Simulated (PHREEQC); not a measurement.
Consider water at 25 °C with 0.025 mol LiOH and 0.00014 mol CO2 per kg of water. Closed to the air; pH follows from the charge balance.

Equilibrium calculation in PHREEQC: ion-association model, phreeqc.dat.

| quantity | before | after |
|---|---|---|
| pH | 12.32 | 12.03 |
| HCO3- (mol/kgw) | 9.18e-7 | 1.97e-6 |

### Question
What was changed between the two runs?
A) diluted 5-fold with water
B) LiOH from 0.025 to 0.0125 mol/kgw
C) diluted 10-fold with water

### Answer
B, LiOH from 0.025 to 0.0125 mol/kgw

This is a speciation only: nothing precipitates in the calculation.
